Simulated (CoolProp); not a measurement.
Vapour pressure (MPa) of diethyl ether: the reference equation beside estimates from Tc = 194.7 °C, pc = 3.717 MPa, ω = 0.282. Clausius-Clapeyron is anchored at 68.35 °C with a constant enthalpy of vaporisation of 24.18 kJ/mol.

Model: reference Helmholtz-energy equation of state, Thol 2014, in CoolProp.

| T (°C) | reference | Lee-Kesler | Clausius-Clapeyron | Redlich-Kwong | Soave-Redlich-Kwong | Peng-Robinson |
|---|---|---|---|---|---|---|
| 36.85 | 0.1102 | 0.1089 | 0.1239 | 0.2007 | 0.1090 | 0.1095 |
| 44.75 | 0.1441 | 0.1427 | 0.1564 | 0.2514 | 0.1427 | 0.1428 |
| 52.55 | 0.1849 | 0.1836 | 0.1948 | 0.3100 | 0.1835 | 0.1830 |
| 60.45 | 0.2348 | 0.2336 | 0.2406 | 0.3788 | 0.2334 | 0.2322 |
| 68.35 | 0.2944 | 0.2934 | 0.2944 | 0.4580 | 0.2933 | 0.2911 |
| 76.25 | 0.3649 | 0.3642 | 0.3569 | 0.5482 | 0.3643 | 0.3609 |
| 84.15 | 0.4474 | 0.4470 | 0.4290 | 0.6503 | 0.4476 | 0.4428 |
| 91.95 | 0.5419 | 0.5419 | 0.5105 | 0.7636 | 0.5434 | 0.5369 |
| 99.85 | 0.6520 | 0.6524 | 0.6044 | 0.8915 | 0.6553 | 0.6469 |

Absolute difference from the reference over all 9 rows, mean and median: Lee-Kesler 0.4 and 0.3 %, Clausius-Clapeyron 5.4 and 5.4 %, Redlich-Kwong 57.2 and 55.6 %, Soave-Redlich-Kwong 0.5 and 0.5 %, Peng-Robinson 1.0 and 1.0 %.
